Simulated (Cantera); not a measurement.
An isothermal, constant-pressure homogeneous reactor starts with 2.70 % C₂H₆, 97.3 % H₂, at 1550 K and 30.8 Torr.

Detailed kinetics in Cantera: GRI-Mech 3.0 (53 species, 325 reactions). GRI-Mech 3.0 stops at C3 and has no aromatics, soot or wall deposition, so with more carbon than oxygen in the feed, carbon stays in small species such as C2H2 where larger ones or solid carbon would form. Radical loss at walls, strong at low pressure, is not modelled.

One state of this run: x C₂H₆ = 1.54e-5; x H₂ = 0.958; x H = 0.000829; x C₂H₂ = 0.00715; x CH₄ = 0.0288. x: mole fraction; the columns are a selection and need not sum to one.

### Question
Which value of t (s) does it belong to?
A) 2.00e-6
B) 0.00245
C) 0.0102
D) 3.44e-5

### Answer
B, 0.00245
